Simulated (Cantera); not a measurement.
An isothermal, constant-pressure homogeneous reactor starts with H2 : O2 : N2 = 0.23 : 1 : 0.42 (molar parts), equivalence ratio 0.12, at 950 K and 6.30 Torr.

Cantera simulation using GRI-Mech 3.0 (53 species, 325 reactions); the numbers are that mechanism's predictions, not measurements. Radical loss at walls, strong at low pressure, is not modelled. The temperature is held fixed by assumption; the heat of reaction is taken as removed at once.

One state of this run: x H2 = 8.76e-6; x O2 = 0.576; x OH = 7.13e-5; x H2O = 0.150; x N2O = 1.28e-9; x HO2 = 5.40e-7. x: mole fraction; the columns are a selection and need not sum to one.

Task: Which value of t (s) does it belong to?
A. 0.495
B. 0.000445
C. 3.67
D. 0.000163

Result: A, 0.495
